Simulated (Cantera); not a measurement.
An adiabatic, constant-volume homogeneous reactor starts with 4.45 % CH4, 0.134 % C2H6, 18.4 % O2, 69.0 % N2, 8.01 % CO2, equivalence ratio 0.51, at 1500 K and 760 Torr.

Computed with Cantera and GRI-Mech 3.0 (53 species, 325 reactions).

Problem. Predict: time of steepest temperature rise; temperature at 0.200 s; equilibrium temperature; x(O2) at 0.200 s; x(NO) at 0.200 s.

Solution. 
| Item | Value |
|---|---|
| time of steepest temperature rise | 0.470 ms |
| temperature at 0.200 s | 2472 K |
| equilibrium temperature | 2472 K |
| x(O2) at 0.200 s | 0.0848 (gas-phase equilibrium 0.0848) |
| x(NO) at 0.200 s | 0.0129 (gas-phase equilibrium 0.0129) |
